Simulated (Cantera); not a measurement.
A freely propagating, adiabatic, planar premixed flame of CO : H2 : CH4 : O2 : N2 = 1 : 0.032 : 0.064 : 0.429 : 1.61 (molar parts), equivalence ratio 1.5, unburnt at 523 K and 100.0 Torr; mixture-averaged transport, grid criteria slope 0.08 and curve 0.16, no radiation.

Computed with Cantera and GRI-Mech 3.0 (53 species, 325 reactions). Burning velocities carry a grid error of a few per cent, more on coarse grids.

### Question
Predict: laminar burning velocity; thermal thickness; peak x(H); peak x(H2O2).

### Answer
```
Quantity                    Result
------------------------  --------
laminar burning velocity  203 cm/s
thermal thickness          4.26 mm
peak x(H)                   0.0442
peak x(H2O2)               3.57e-6
```
